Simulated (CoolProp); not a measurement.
Vapour pressure (bar) of fluorine: the reference equation beside estimates from Tc = 144.4 K, pc = 52.40 bar, ω = 0.045. Clausius-Clapeyron is anchored at 73.5 K with a constant enthalpy of vaporisation of 7.003 kJ/mol.

Values from CoolProp's reference Helmholtz-energy equation of state, de Reuck 1990.

```json
[
 {"T (K)": "67.8", "reference": "0.08025", "Lee-Kesler": "0.08363", "Clausius-Clapeyron": "0.08192", "van der Waals": "0.9386", "Redlich-Kwong": "0.04727", "Soave-Redlich-Kwong": "0.08111", "Peng-Robinson": "0.08949"},
 {"T (K)": "73.5", "reference": "0.2147", "Lee-Kesler": "0.2210", "Clausius-Clapeyron": "0.2147", "van der Waals": "1.640", "Redlich-Kwong": "0.1508", "Soave-Redlich-Kwong": "0.2170", "Peng-Robinson": "0.2328"},
 {"T (K)": "79.2", "reference": "0.4917", "Lee-Kesler": "0.5029", "Clausius-Clapeyron": "0.4897", "van der Waals": "2.655", "Redlich-Kwong": "0.3906", "Soave-Redlich-Kwong": "0.4971", "Peng-Robinson": "0.5218"},
 {"T (K)": "84.9", "reference": "0.9975", "Lee-Kesler": "1.016", "Clausius-Clapeyron": "1.000", "van der Waals": "4.042", "Redlich-Kwong": "0.8633", "Soave-Redlich-Kwong": "1.009", "Peng-Robinson": "1.041"},
 {"T (K)": "90.6", "reference": "1.837", "Lee-Kesler": "1.868", "Clausius-Clapeyron": "1.867", "van der Waals": "5.860", "Redlich-Kwong": "1.688", "Soave-Redlich-Kwong": "1.858", "Peng-Robinson": "1.894"},
 {"T (K)": "96.3", "reference": "3.131", "Lee-Kesler": "3.177", "Clausius-Clapeyron": "(withheld)", "van der Waals": "8.161", "Redlich-Kwong": "3.000", "Soave-Redlich-Kwong": "3.168", "Peng-Robinson": "3.199"},
 {"T (K)": "102", "reference": "5.009", "Lee-Kesler": "5.072", "Clausius-Clapeyron": "5.276", "van der Waals": "10.99", "Redlich-Kwong": "4.939", "Soave-Redlich-Kwong": "5.074", "Peng-Robinson": "5.087"},
 {"T (K)": "107.7", "reference": "7.607", "Lee-Kesler": "7.687", "Clausius-Clapeyron": "8.168", "van der Waals": "14.40", "Redlich-Kwong": "(withheld)", "Soave-Redlich-Kwong": "7.715", "Peng-Robinson": "(withheld)"},
 {"T (K)": "113.4", "reference": "11.07", "Lee-Kesler": "11.16", "Clausius-Clapeyron": "12.10", "van der Waals": "18.42", "Redlich-Kwong": "11.27", "Soave-Redlich-Kwong": "11.24", "Peng-Robinson": "11.18"},
 {"T (K)": "119.1", "reference": "15.53", "Lee-Kesler": "15.62", "Clausius-Clapeyron": "17.27", "van der Waals": "23.09", "Redlich-Kwong": "15.94", "Soave-Redlich-Kwong": "15.79", "Peng-Robinson": "15.68"}
]
```

Some entries are withheld; supply them.


- 96.3, Clausius-Clapeyron: 3.236
- 107.7, Redlich-Kwong: 7.650
- 107.7, Peng-Robinson: 7.696

Absolute difference from the reference over all 10 rows, mean and median: Lee-Kesler 1.8 and 1.6 %, Clausius-Clapeyron 4.1 and 2.7 %, van der Waals 318.2 and 189.8 %, Redlich-Kwong 12.4 and 6.1 %, Soave-Redlich-Kwong 1.3 and 1.2 %, Peng-Robinson 4.0 and 2.6 %.
